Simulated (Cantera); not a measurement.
Input: 1 mol c-C4F8, 0.75 mol H2, at 575 °C and 3800 Pa.

These are equilibrium values from Cantera (NASA tables, ideal gas, pure condensed phases), not measurements of a reactor. Candidate condensed phases: C, C6H6, C7H8, C8H18; 95 gas species. The feed counts by its element totals alone. Condensed phases not in the tables: fluorocarbon polymer. Gases not in the tables: C2F6 and larger saturated fluorocarbons. The numbers say what is thermodynamically allowed, not how fast it happens.

Base state: CF4 0.520, HF 0.480 (mole fractions); condensed: C(graphite).

Question: What changes in the equilibrium state with this change: temperature from 575 °C to 3177 °C?

Answer: 
| species | before | after |
|---|---|---|
| F | <1e-9 | 0.612 |
| HF | 0.480 | 0.138 |
| CF | <1e-9 | 0.0866 |
| CF4 | 0.520 | 2.99e-8 |
| C3 | <1e-9 | 0.0856 |
| C | <1e-9 | 0.0301 |
| H | <1e-9 | 0.0207 |
| C2 | <1e-9 | 0.0173 |
| CF2 | <1e-9 | 0.00679 |
| C5 | <1e-9 | 0.00154 |
| C4 | <1e-9 | 0.000490 |
| C2H | <1e-9 | 0.000359 |
| C(graphite), mol | 2.38 | 0 |
